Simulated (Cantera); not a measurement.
A perfectly stirred reactor is fed with 11.8 % H2, 7.35 % O2, 80.9 % N2, at 0.513 atm; it is held at 948 K, and followed from long to short residence time.

Model: GRI-Mech 3.0 (53 species, 325 reactions), integrated in Cantera. Below about 950 K walls govern HO2 and H2O2 in real vessels. The temperature is held fixed by assumption; the heat of reaction is taken as removed at once.

x: mole fraction; the columns are a selection and need not sum to one.

```tsv
τ (s)	x H2	x O2	x NO2	x HO2	x O	x N2O
0.37	0.00856	0.0198	1.58e-10	1.49e-5	5.50e-6	4.05e-8
0.20	0.00943	0.0203	1.47e-10	1.54e-5	9.25e-6	3.72e-8
0.11	0.0107	0.0209	1.35e-10	1.61e-5	1.48e-5	3.33e-8
0.057	?	0.0219	1.20e-10	1.69e-5	?	?
0.031	0.0154	0.0232	1.07e-10	1.79e-5	3.65e-5	2.40e-8
0.016	?	?	9.22e-11	1.93e-5	?	?
0.0087	0.0237	0.0273	7.98e-11	2.07e-5	8.12e-5	1.58e-8
0.0047	0.0295	0.0302	6.82e-11	2.24e-5	0.000116	1.25e-8
0.0025	0.0369	0.0339	5.72e-11	2.42e-5	0.000165	9.63e-9
0.0013	0.0462	0.0386	4.63e-11	2.63e-5	0.000231	7.13e-9
```

Complete the blanks.


- 0.057, x H2: 0.0128
- 0.057, x O: 2.40e-5
- 0.057, x N2O: 2.85e-8
- 0.016, x H2: 0.0192
- 0.016, x O2: 0.0251
- 0.016, x O: 5.59e-5
- 0.016, x N2O: 1.95e-8
